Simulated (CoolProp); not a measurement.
Model: reference Helmholtz-energy equation of state, Thol 2015, in CoolProp.

Question: For octamethylcyclotetrasiloxane (D4), give the phase and the cv (kJ/(kg K)), speed of sound (m/s), expansivity (1/kK) at 593.3 K and 1.78 MPa.

Answer: 
- 593.3 K and 1.78 MPa: supercritical; cv 2.04, speed of sound 92.8, expansivity 15.4
